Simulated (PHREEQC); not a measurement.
A solution holds 3.8 mmol/kgw MnSO4, 37 mmol/kgw ZnCl2, 34 mmol/kgw H2SO4 and 5.1 mmol/kgw NaCl, at 25 °C. Closed to the air; pH follows from the charge balance.

Model: ion-association model, phreeqc.dat, run in PHREEQC.

```
quantity                   before    after
------------------------  -------  -------
pH                           1.39     1.39
ionic strength (mol/kgw)    0.160    0.221
Zn+2 (mol/kgw)             0.0275   0.0290
HSO4- (mol/kgw)            0.0180   0.0160
SO4-2 (mol/kgw)            0.0109   0.0107
ZnSO4 (mol/kgw)           0.00694  0.00562
SI of Halite (NaCl)         -5.24    -5.26
```

Question: What was changed between the two runs?
(A) 0.022 mol/kgw CaBr2 added
(B) temperature from 25 to 50 °C
(C) diluted 5-fold with water
(D) ZnCl2 from 0.037 to 0.074 mol/kgw

Answer: A, 0.022 mol/kgw CaBr2 added

Precipitation was switched off in this run.
